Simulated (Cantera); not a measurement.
What does this Cantera script print?

```python
import numpy as np
import cantera as ct

gas = ct.Solution("gri30.yaml")
gas.TPX = 1725, 110000, {'CH4': 1, 'O2': 2.6, 'N2': 9.77}
reactor = ct.IdealGasConstPressureReactor(gas, energy="on", clone=False)
net = ct.ReactorNet([reactor])
net.rtol, net.atol = 1e-08, 1e-16
show = ['CH4', 'O2', 'H2O', 'CO2', 'OH']
times = np.geomspace(4e-06, 0.8, 14)

steps = ct.SolutionArray(gas, extra=["t"])
rows = []
print(f"{'t/s':>10s}{'T/K':>9s}{'P/Pa':>11s}" + "".join(f"{s:>11s}" for s in show))
for t in times:
    while net.time < t:
        t_next = net.step()
        steps.append(gas.state, t=t_next)
    rows.append([np.interp(t, steps.t, y) for y in (steps.T, steps.P, *steps(*show).X.T)])
    print(f"{t:10.3e}{rows[-1][0]:9.1f}{rows[-1][1]:11.4g}" + "".join(f"{x:11.3e}" for x in rows[-1][2:]))
rate = np.gradient(steps.T, steps.t)
print("integrator steps:", len(steps.t))
if steps.T.max() > steps.T[0] + 200:
    print(f"time of steepest temperature rise: {steps.t[rate.argmax()]:.4e} s")
gas.TPX = 1725, 110000, {'CH4': 1, 'O2': 2.6, 'N2': 9.77}
gas.equilibrate("HP")
print(f"equilibrium (HP): T = {gas.T:.1f} K  " + "  ".join(f"{s} {gas[s].X[0]:.3e}" for s in show))
```

Output:

```
       t/s      T/K       P/Pa        CH4         O2        H2O        CO2         OH
 4.000e-06   1724.9    1.1e+05  7.478e-02  1.945e-01  3.776e-06  3.891e-10  3.784e-07
 1.023e-05   1724.8    1.1e+05  7.474e-02  1.944e-01  1.461e-05  4.813e-09  6.266e-07
 2.616e-05   1724.7    1.1e+05  7.461e-02  1.944e-01  7.282e-05  8.573e-08  1.528e-06
 6.689e-05   1725.6    1.1e+05  7.367e-02  1.939e-01  6.163e-04  3.089e-06  7.049e-06
 1.711e-04   2429.6    1.1e+05  7.883e-14  5.946e-02  1.061e-01  2.824e-02  2.386e-02
 4.374e-04   2740.7    1.1e+05  1.993e-16  5.109e-02  1.200e-01  4.652e-02  2.272e-02
 1.119e-03   2749.6    1.1e+05  2.172e-16  4.886e-02  1.211e-01  4.723e-02  2.201e-02
 2.861e-03   2743.4    1.1e+05  2.238e-16  4.627e-02  1.216e-01  4.730e-02  2.138e-02
 7.315e-03   2740.9    1.1e+05  2.265e-16  4.526e-02  1.217e-01  4.732e-02  2.113e-02
 1.871e-02   2740.8    1.1e+05  2.266e-16  4.522e-02  1.217e-01  4.732e-02  2.112e-02
 4.784e-02   2740.8    1.1e+05  2.266e-16  4.522e-02  1.217e-01  4.732e-02  2.112e-02
 1.223e-01   2740.8    1.1e+05  2.266e-16  4.522e-02  1.217e-01  4.732e-02  2.112e-02
 3.128e-01   2740.8    1.1e+05  2.266e-16  4.522e-02  1.217e-01  4.732e-02  2.112e-02
 8.000e-01   2740.8    1.1e+05  2.266e-16  4.522e-02  1.217e-01  4.732e-02  2.112e-02
integrator steps: 1680
time of steepest temperature rise: 1.6293e-04 s
equilibrium (HP): T = 2740.8 K  CH4 3.127e-16  O2 4.522e-02  H2O 1.217e-01  CO2 4.732e-02  OH 2.112e-02
```

Detailed kinetics in Cantera: GRI-Mech 3.0 (53 species, 325 reactions).
